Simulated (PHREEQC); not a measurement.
Make-up at 25 °C: 0.22 mol/kgw Cu(NO3)2, 0.003 mol/kgw H2SO4 and 0.00016 mol/kgw FeCl3. Closed to the air; pH follows from the charge balance.

The numbers come from PHREEQC with the ion-association model, phreeqc.dat.

| quantity | before | after |
|---|---|---|
| pH | 2.35 | 2.38 |
| CuSO4 (mol/kgw) | 0.00177 | 0.00160 |
| SO4-2 (mol/kgw) | 0.00109 | 0.000990 |
| Cl- (mol/kgw) | 0.000422 | 0.000206 |
| HSO4- (mol/kgw) | 0.000117 | 0.000409 |
| Fe+3 (mol/kgw) | 8.51e-5 | 1.17e-5 |
| SI of Goethite (FeOOH) | +2.87 | +3.74 |
| SI of Hematite (Fe2O3) | +7.75 | +9.73 |

Task: What was changed between the two runs?
A) temperature from 25 to 85 °C
B) H2SO4 from 0.003 to 0.0027 mol/kgw
C) H2SO4 from 0.003 to 0.015 mol/kgw
D) temperature from 25 to 35 °C

Result: A, temperature from 25 to 85 °C

No solid was allowed to form. Some of these states are supersaturated (in Hematite (slow to form), Goethite (slow to form), for instance). At this temperature some constants are extrapolated from 25 °C, and those without enthalpy data are left unchanged.
